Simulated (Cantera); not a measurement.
A perfectly stirred reactor is fed with N2O : O2 = 1 : 2.6 (molar parts), at 0.140 bar; it is held at 1500 K, and followed from long to short residence time.

Computed with Cantera and GRI-Mech 3.0 (53 species, 325 reactions). GRI-Mech 3.0 was tuned for natural gas; its chemistry of N2O as a main component is partial and can be far from experiment. The temperature is held fixed by assumption; the heat of reaction is taken as removed at once.

```csv
quantity,before,after
x(N2O) at τ = 2.30 s,0.0150,0.0168
x(O2) at τ = 2.30 s,0.731,0.730
x(NO) at τ = 2.30 s,0.0465,0.0480
x(NO2) at τ = 2.30 s,7.28e-5,6.71e-5
x(O) at τ = 2.30 s,4.90e-5,5.26e-5
x(N2O) at τ = 27.0 ms,0.223,0.230
x(O2) at τ = 27.0 ms,0.723,0.723
x(NO) at τ = 27.0 ms,0.0117,0.0104
x(NO2) at τ = 27.0 ms,1.46e-5,1.15e-5
x(O) at τ = 27.0 ms,7.07e-5,7.09e-5
```

Task: Which change was made?
A) pressure from 0.140 bar to 0.120 bar
B) O2 2.6 to 24 parts
C) temperature 1500 to 1300 K
D) N2O 1 to 0.17 parts

Result: A, pressure from 0.140 bar to 0.120 bar
